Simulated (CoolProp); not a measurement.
CH2F2 (R32) along the isobar 142 bar: density (kg/m³) from the reference equation and from simpler models built on Tc = 351.3 K, pc = 57.83 bar, ω = 0.277; each cubic takes its own stable root.

Computed with CoolProp (reference Helmholtz-energy equation of state, Tillner-Roth 1997).

| T (K) | phase | reference | van der Waals | Redlich-Kwong | Peng-Robinson |
|---|---|---|---|---|---|
| 271.8 | liquid | 1102 | 603.5 | 837.9 | 976.1 |
| 282.7 | liquid | 1070 | 591.3 | 812.9 | 946.6 |
| 293.5 | liquid | 1037 | 578.8 | 786.9 | 915.0 |
| 304.4 | liquid | 1002 | 565.7 | 759.4 | 880.5 |
| 315.3 | liquid | 965.0 | 552.0 | 730.6 | 843.1 |
| 326.2 | liquid | 925.4 | 537.7 | 700.1 | 802.3 |
| 337.1 | liquid | 882.6 | 522.8 | 668.0 | 757.9 |
| 348 | liquid | 835.7 | 507.1 | 634.1 | 709.3 |
| 358.8 | supercritical | 784.0 | 490.7 | 598.6 | 656.9 |
| 369.7 | supercritical | 725.0 | 473.3 | 560.9 | 599.9 |
| 380.6 | supercritical | 658.2 | 455.0 | 521.5 | 540.3 |
| 391.5 | supercritical | 584.6 | 435.7 | 481.1 | 481.2 |
| 402.4 | supercritical | 509.8 | 415.4 | 440.8 | 427.0 |
| 413.2 | supercritical | 443.5 | 394.6 | 402.8 | 381.3 |
| 424.1 | supercritical | 389.8 | 373.0 | 368.0 | 343.8 |
| 435 | supercritical | 348.4 | 351.4 | 337.7 | 313.7 |
